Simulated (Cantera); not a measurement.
A closed system holds: 1 mol Si₂H₆, 0.27 mol N₂O, 0.92 mol H₂, at 1798 K and 220 Pa.

Cantera equilibrium calculation (NASA polynomials, part measured and part estimated; ideal gas, pure solids and liquids). Candidate condensed phases: H₂O, Si, SiO₂, Si₂N₂O, Si₃N₄; 35 gas species. The feed counts by its element totals alone. Gases not in the tables: Si₂H₆ and higher silanes. Rates play no part.

Q: What is the equilibrium state?

A: 
```json
{
  "x(H₂)": "0.871",
  "x(SiO)": "0.0602",
  "x(N₂)": "0.0602",
  "x(H)": "0.00701",
  "x(Si)": "0.00140",
  "x(SiH)": "7.04e-5",
  "x(SiH₂)": "2.57e-5",
  "x(Si₂N)": "1.16e-5",
  "x(Si₂)": "8.42e-6",
  "n(Si(l))": "1.72 mol",
  "gas_amount": "4.482 mol"
}
```
